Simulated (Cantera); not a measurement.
Input: 1 mol MgCO₃, 0.095 mol H₂S, 0.3 mol H₂O, 1.6 mol SO₂, held at 1330 Pa.

Equilibrium computed with Cantera from the NASA thermochemical tables; the gas is ideal and each condensed phase is pure. Candidate condensed phases: C, C₆H₆, C₇H₈, C₈H₁₈, H₂O, H₂SO₄, Mg, MgCO₃, MgO, Mg(OH)₂, MgS, MgSO₄, S; 130 gas species. Gases not in the tables: S₃ to S₇. Equilibrium is a limit: real reactors are often held back by kinetics, nucleation or transport.

Which condensed phases are stable at each of these points (T (°C)): 402, 452, 502, 552, 602, 652, 702, 752, 802, 852, 902, 952, 1002?


```csv
T (°C),condensed phases,Mg condensed (%)
402,MgO(s) + MgSO₄(s),100.0
452,MgO(s),100.0
502,MgO(s),100.0
552,MgO(s),100.0
602,MgO(s),100.0
652,MgO(s),100.0
702,MgO(s),100.0
752,MgO(s),100.0
802,MgO(s),100.0
852,MgO(s),100.0
902,MgO(s),100.0
952,MgO(s),100.0
1002,MgO(s),100.0
```

At 402 °C the condensed part is MgO(s) + MgSO₄(s). From 452 °C to 1002 °C the condensed part is MgO(s).
